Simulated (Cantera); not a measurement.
A perfectly stirred reactor is fed with H₂ : O₂ : N₂ : H₂O = 1 : 0.333 : 1.25 : 0.071 (molar parts), at 500000 Pa; it is adiabatic with a 400 K inlet, and is followed from long to short residence time, starting on the burning branch (τ in s: 0.021, 0.012, 0.007, 0.0041, 0.0024, 0.0014, 0.00079, 0.00046, 0.00026, 0.00015, 8.8e-05, 5.1e-05).

Cantera simulation using the H2/O2 subset of GRI-Mech 3.0, which has no nitrogen chemistry; the numbers are that mechanism's predictions, not measurements. The hydrogen kinetics of GRI-Mech 3.0 are dated; newer H2 mechanisms differ, most at raised pressure.

**Question.** Predict: blow-out, bracketed by the residence times tried; x(H₂) at τ = 21.0 ms; x(O₂) at τ = 21.0 ms; x(H₂O) at τ = 21.0 ms; x(HO₂) at τ = 21.0 ms; x(H₂O₂) at τ = 21.0 ms; x(H₂) at τ = 0.790 ms; x(O₂) at τ = 0.790 ms; x(H₂O) at τ = 0.790 ms; x(HO₂) at τ = 0.790 ms; x(H₂O₂) at τ = 0.790 ms.

**Answer.** 
- blow-out, bracketed by the residence times tried: burning at 51.0 µs, the shortest tried
- x(H₂) at τ = 21.0 ms: 0.143
- x(O₂) at τ = 21.0 ms: 4.06e-5
- x(H₂O) at τ = 21.0 ms: 0.316
- x(HO₂) at τ = 21.0 ms: 3.00e-8
- x(H₂O₂) at τ = 21.0 ms: 1.38e-8
- x(H₂) at τ = 0.790 ms: 0.141
- x(O₂) at τ = 0.790 ms: 0.000354
- x(H₂O) at τ = 0.790 ms: 0.313
- x(HO₂) at τ = 0.790 ms: 6.83e-7
- x(H₂O₂) at τ = 0.790 ms: 1.38e-7
